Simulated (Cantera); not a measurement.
Cantera run, input and output.

```python
import numpy as np
import cantera as ct

gas = ct.Solution("gri30.yaml")
gas.TPX = 1348, 101325, {'CO': 1, 'H2': 0.069, 'CH4': 0.18, 'O2': 1.66, 'N2': 6.23, 'H2O': 0.28}
reactor = ct.IdealGasConstPressureReactor(gas, energy="on", clone=False)
net = ct.ReactorNet([reactor])
net.rtol, net.atol = 1e-08, 1e-16
show = ['CO', 'H2', 'CH4', 'N2O', 'CO2', 'CH2', 'NO']
times = np.geomspace(9e-06, 0.5, 10)

steps = ct.SolutionArray(gas, extra=["t"])
rows = []
print(f"{'t/s':>10s}{'T/K':>9s}{'P/Pa':>11s}" + "".join(f"{s:>11s}" for s in show))
for t in times:
    while net.time < t:
        t_next = net.step()
        steps.append(gas.state, t=t_next)
    rows.append([np.interp(t, steps.t, y) for y in (steps.T, steps.P, *steps(*show).X.T)])
    print(f"{t:10.3e}{rows[-1][0]:9.1f}{rows[-1][1]:11.4g}" + "".join(f"{x:11.3e}" for x in rows[-1][2:]))
rate = np.gradient(steps.T, steps.t)
print("integrator steps:", len(steps.t))
if steps.T.max() > steps.T[0] + 200:
    print(f"time of steepest temperature rise: {steps.t[rate.argmax()]:.4e} s")
gas.TPX = 1348, 101325, {'CO': 1, 'H2': 0.069, 'CH4': 0.18, 'O2': 1.66, 'N2': 6.23, 'H2O': 0.28}
gas.equilibrate("HP")
print(f"equilibrium (HP): T = {gas.T:.1f} K  " + "  ".join(f"{s} {gas[s].X[0]:.3e}" for s in show))
```

Result:

```
       t/s      T/K       P/Pa         CO         H2        CH4        N2O        CO2        CH2         NO
 9.000e-06   1348.0  1.013e+05  1.062e-01  7.326e-03  1.911e-02  1.335e-13  9.942e-08  2.740e-14  1.205e-16
 3.030e-05   1348.0  1.013e+05  1.062e-01  7.325e-03  1.911e-02  1.038e-12  5.632e-07  6.750e-13  1.000e-15
 1.020e-04   1348.0  1.013e+05  1.062e-01  7.322e-03  1.909e-02  1.455e-11  6.469e-06  7.464e-11  1.737e-14
 3.434e-04   1681.4  1.013e+05  9.899e-02  3.494e-03  1.743e-05  1.172e-07  2.545e-02  6.720e-08  4.473e-07
 1.156e-03   2414.6  1.013e+05  1.345e-02  1.368e-03  7.371e-19  5.458e-07  1.177e-01  8.756e-18  3.796e-04
 3.892e-03   2441.3  1.013e+05  1.095e-02  1.108e-03  6.414e-19  5.666e-07  1.205e-01  6.137e-18  1.613e-03
 1.310e-02   2436.5  1.013e+05  1.078e-02  1.093e-03  6.191e-19  5.736e-07  1.207e-01  5.729e-18  5.010e-03
 4.411e-02   2429.0  1.013e+05  1.052e-02  1.070e-03  5.850e-19  6.034e-07  1.210e-01  5.120e-18  1.024e-02
 1.485e-01   2426.8  1.013e+05  1.044e-02  1.064e-03  5.750e-19  6.161e-07  1.211e-01  4.946e-18  1.179e-02
 5.000e-01   2426.8  1.013e+05  1.044e-02  1.064e-03  5.749e-19  6.161e-07  1.211e-01  4.945e-18  1.180e-02
integrator steps: 1708
time of steepest temperature rise: 3.3383e-04 s
equilibrium (HP): T = 2426.8 K  CO 1.044e-02  H2 1.064e-03  CH4 8.559e-19  N2O 6.161e-07  CO2 1.211e-01  CH2 7.536e-18  NO 1.180e-02
```

Detailed kinetics in Cantera: GRI-Mech 3.0 (53 species, 325 reactions).
